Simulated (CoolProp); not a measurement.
Vapour-liquid equilibrium of dimethyl ether (1) + n-pentane (2) at 23.65 °C; x and y are mole fractions of (1).

The numbers come from the multi-fluid Helmholtz-energy mixture model, Wu 2011 and Thol 2019; pair parameters Bell 2016 in CoolProp.

```csv
x,"bubble pressure, mixture model (kPa)","bubble pressure, Raoult's law (kPa)","y, mixture model","y, Raoult's law"
0.05,81.45,90.13,0.238,0.315
0.2,161.7,165.5,0.679,0.686
0.35,265.4,240.9,0.842,0.825
0.5,359.5,316.3,0.906,0.897
0.65,430.7,391.7,0.938,0.942
0.8,487.0,467.0,0.961,0.972
0.95,545.0,542.4,0.988,0.994
```

The largest gap from Raoult's law is +13.7 % in bubble pressure, at x = 0.5. No azeotrope shows between x = 0.05 and 0.95.

The pair parameters rest on a limited set of measurements; away from them the model extrapolates. The gap from Raoult's law changes sign with composition, which may be real or a fault of the pair parameters; it wasn't checked against measurements.
